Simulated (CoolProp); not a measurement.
A single-stage vapour-compression cycle with carbonyl sulfide: evaporating at 196.15 K (dew point), condensing at 234.15 K (bubble point), superheat 0 K, subcooling 0 K, compressor efficiency 0.65, no pressure losses. Each further row changes one setting.

Values from CoolProp's reference Helmholtz-energy equation of state, Lemmon 2006. It is a short technical equation, of lower accuracy than the large ones.

```tsv
case	cooling COP	pressure ratio	discharge temperature (K)	refrigerating effect (kJ/kg)	volumetric capacity (kJ/m³)
as stated	2.83	6.87	347.0	281	252
evaporating temperature 201.15 K	3.44	5.09	328.0	284	336
condensing temperature 229.15 K	3.33	5.55	328.7	287	257
subcooling 5 K	2.89	6.87	347.0	287	257
superheat 10 K	2.76	6.87	361.5	287	245
compressor efficiency 0.55	2.40	6.87	371.1	281	252
```
